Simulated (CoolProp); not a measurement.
Carbon dioxide at 754.94 K and 0.112 MPa is compressed adiabatically to 0.38 MPa with isentropic efficiency 0.8. Each further row changes one setting.

Values from CoolProp's reference Helmholtz-energy equation of state, Span 1996.

```csv
case,work (kJ/kg),final temperature (K),final density (kg/m³)
as stated,…,957.7,2.10
efficiency 1,193,…,2.19
efficiency 0.65,…,…,…
```

### Question
What belongs in the gaps?

### Answer

- as stated, work (kJ/kg): 241
- efficiency 1, final temperature (K): 918.1
- efficiency 0.65, work (kJ/kg): 296
- efficiency 0.65, final temperature (K): 1002.9
- efficiency 0.65, final density (kg/m³): 2.00
